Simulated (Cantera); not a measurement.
Mixture: CH₄ : O₂ : N₂ : H₂O = 1 : 3.17 : 14 : 3.6 (molar parts), equivalence ratio 0.63, at 38.0 bar, adiabatic and at constant pressure. Ignition delay is the time to a rise of 400 K.

Model: GRI-Mech 3.0 (53 species, 325 reactions), integrated in Cantera. The pressure lies above the range GRI-Mech 3.0 was tuned for (to about 10 atm).

Predict: delay at 1050 K; delay at 1150 K; delay at 1250 K; delay at 1350 K; delay at 1450 K; apparent activation energy between 1350 and 1450 K.


```json
{
  "delay at 1050 K": "11.0 ms",
  "delay at 1150 K": "2.49 ms",
  "delay at 1250 K": "0.724 ms",
  "delay at 1350 K": "0.252 ms",
  "delay at 1450 K": "98.7 µs",
  "apparent activation energy between 1350 and 1450 K": "150 kJ/mol"
}
```
